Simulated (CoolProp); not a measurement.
A Linde-Hampson liquefier for ethane: isothermal reversible compression at 320 K from 1 atm to 5 MPa, throttling to 1 atm, return gas leaving the recuperator 0 K below the feed. Each further row changes one setting.

Model: reference Helmholtz-energy equation of state, Bücker 2006, in CoolProp.

```csv
case,liquid yield per pass,compression work (kJ/kg of gas)
as stated,0.175,315
high pressure 10 MPa,0.433,338
warm-end temperature 350 K,0.112,354
warm-end gap 5 K,0.165,315
```
